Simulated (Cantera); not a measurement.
**Gas-phase reforming**

An isothermal, constant-pressure homogeneous reactor starts with 62.9 % CH₄, 19.5 % CO₂, 17.6 % H₂, at 1500 K and 10.0 bar.

Cantera simulation using GRI-Mech 3.0 (53 species, 325 reactions); the numbers are that mechanism's predictions, not measurements. GRI-Mech 3.0 stops at C3 and has no aromatics, soot or wall deposition, so with more carbon than oxygen in the feed, carbon stays in small species such as C2H2 where larger ones or solid carbon would form.

```
t (s)     x CH₄    x CO₂   x H₂     x C₂H    x C₂H₆
--------  -----  -------  -----  --------  --------
2.00e-6   0.629    0.195  0.176    <1e-12   1.28e-8
1.10e-5   0.629    0.195  0.176    <1e-12   1.85e-6
6.03e-5   0.629    0.195  0.176    <1e-12   6.17e-5
0.000331  0.628    0.195  0.177    <1e-12  0.000394
0.00182   0.622    0.194  0.179  1.33e-12   0.00107
0.0100    0.591    0.187  0.199  5.33e-11   0.00110
0.0549    0.463    0.146  0.270  4.32e-10   0.00101
0.302     0.322   0.0412  0.291   1.06e-9   0.00115
1.66      0.311   0.0227  0.306  8.91e-10   0.00107
9.10      0.298   0.0133  0.363  4.51e-10  0.000829
50.0      0.266  0.00262  0.431  1.98e-10  0.000558
```
x: mole fraction; the columns are a selection and need not sum to one.

Equilibrium at this temperature and pressure: CH₄ 0.256, CO₂ 9.71e-6, H₂ 0.450, C₂H 1.58e-10, C₂H₆ 0.000493 (gas phase only).
